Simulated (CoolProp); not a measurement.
Vapour-liquid equilibrium of carbonyl sulfide (1) + propane (2) at 11.55 °C; x and y are mole fractions of (1).

Computed with CoolProp (multi-fluid Helmholtz-energy mixture model, Lemmon 2006 and Lemmon 2009; pair parameters Bell 2016).

```csv
x,"bubble pressure, mixture model (bar)","bubble pressure, Raoult's law (bar)","y, mixture model","y, Raoult's law"
0.05,6.812,6.769,0.068,0.067
0.125,7.032,6.948,0.163,0.163
0.2,7.232,7.127,0.250,0.254
0.275,7.417,7.305,0.331,0.340
0.35,7.590,7.484,0.409,0.422
0.425,7.755,7.663,0.484,0.501
0.5,7.916,7.842,0.558,0.576
0.575,8.075,8.021,0.629,0.648
0.65,8.233,8.200,0.699,0.716
0.725,8.395,8.378,0.768,0.782
0.8,8.560,8.557,0.835,0.845
0.875,8.732,8.736,0.899,0.905
0.95,8.911,8.915,0.961,0.963
```

The largest gap from Raoult's law is +1.5 % in bubble pressure, at x = 0.275. No azeotrope shows between x = 0.05 and 0.95.

Pair parameters are fitted to limited data, so mixtures are less certain than the pure fluids.
